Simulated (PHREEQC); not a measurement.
0.025 g of hydrous ferric oxide (600 m²/g; 0.2 weak and 0.005 strong sites per Fe, Dzombak-Morel constants, diffuse double layer) in 1 kg of water with 0.1 mol/kgw of an inert sodium salt and 1.5e-05 mol Na2HAsO4, at 25 °C; the pH is set by adding NaOH or the inert anion's acid. Oxygen is held at 0.21 atm. CO2 from the air is kept out. Nothing may precipitate in this run.

Model: ion-association model, wateq4f.dat, run in PHREEQC.

Task: Predict surface charge σ (C/m²) at pH = 7, 7.67.

Result: 
```json
[
 {"pH": "7", "surface charge σ (C/m²)": "0.008"},
 {"pH": "7.67", "surface charge σ (C/m²)": "-0.015"}
]
```

The oxide is taken as insoluble; below pH 4 it would dissolve.
